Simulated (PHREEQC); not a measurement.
Consider water at 20 °C with 130 mmol/kgw NaH2PO4 and 0.56 mmol/kgw Na2HPO4. Closed to the air; pH follows from the charge balance.

Model: ion-association model, phreeqc.dat, run in PHREEQC.

| quantity | before | after |
|---|---|---|
| pH | 4.67 | 4.62 |
| ionic strength (mol/kgw) | 0.132 | 0.132 |
| HPO4-2 (mol/kgw) | 0.000806 | 0.00110 |
| H3PO4 (mol/kgw) | 0.000291 | 0.000594 |
| NaHPO4- (mol/kgw) | 7.12e-5 | 8.43e-5 |
| PO4-3 (mol/kgw) | 6.93e-11 | 3.15e-10 |

Problem. Name the change that produced these shifts.
A) Na2HPO4 replaced by K3PO4 at the same molality
B) Na2HPO4 from 0.00056 to 5.6e-05 mol/kgw
C) temperature from 20 to 5 °C
D) temperature from 20 to 85 °C
E) NaH2PO4 from 0.13 to 0.143 mol/kgw

Solution. D, temperature from 20 to 85 °C

Precipitation was switched off in this run. Away from 25 °C the constants follow the database's enthalpies or fits; those with neither stay at their 25 °C values.
